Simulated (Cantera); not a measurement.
Input (Python, Cantera):

```python
import numpy as np
import cantera as ct

surf = ct.Interface("diamond.yaml", "diamond_100")
gas, bulk = surf.adjacent["gas"], surf.adjacent["diamond"]
k = surf.kinetics_species_index(bulk.species_names[0])
cover = ["c6HH", "c6H*", "c6*H", "c6**", "c6HM", "c6B"]

rows, drift = [], 0.0
print(f"{'P':>10s}{'um/h':>11s}" + "".join(f"{s:>11s}" for s in cover))
for v in [1100, 1600, 2400, 3600, 5400, 8200, 12000, 19000]:
    T, P, xH, xCH3 = 1025, v, 0.013, 0.00022
    gas.TPX = T, P, {"H": xH, "CH3": xCH3, "CH4": 0.0023, "H2": 1 - xH - xCH3 - 0.0023}
    surf.TP = bulk.TP = T, P
    surf.coverages = "c6H*:0.1, c6HH:0.9"
    surf.advance_coverages(100.0)
    before = surf.coverages
    surf.advance_coverages(100.0)
    drift = max(drift, np.max(np.abs(surf.coverages - before) / (surf.coverages + 1e-9)))
    rate = surf.net_production_rates[k] * bulk.mean_molecular_weight / bulk.density * 3.6e9
    rows.append([rate, *surf[cover].coverages])
    print(f"{v:10.4g}{rate:11.4e}" + "".join(f"{x:11.3e}" for x in rows[-1][1:]))
```

Output:

```
         P       um/h       c6HH       c6H*       c6*H       c6**       c6HM        c6B
      1100 1.2694e+00  5.685e-01  2.039e-02  3.892e-01  1.145e-02  7.359e-03  3.444e-09
      1600 1.9086e+00  5.683e-01  2.040e-02  3.891e-01  1.145e-02  7.615e-03  5.179e-09
      2400 2.9359e+00  5.682e-01  2.041e-02  3.889e-01  1.145e-02  7.815e-03  7.967e-09
      3600 4.4806e+00  5.681e-01  2.044e-02  3.888e-01  1.145e-02  7.955e-03  1.216e-08
      5400 6.8010e+00  5.680e-01  2.049e-02  3.887e-01  1.146e-02  8.052e-03  1.845e-08
      8200 1.0415e+01  5.679e-01  2.056e-02  3.886e-01  1.147e-02  8.121e-03  2.826e-08
   1.2e+04 1.5326e+01  5.679e-01  2.066e-02  3.885e-01  1.148e-02  8.166e-03  4.159e-08
   1.9e+04 2.4390e+01  5.678e-01  2.085e-02  3.882e-01  1.151e-02  8.207e-03  6.618e-08
```

Model: the Harris–Goodwin 1993 mechanism for the reconstructed diamond (100) surface, integrated in Cantera.
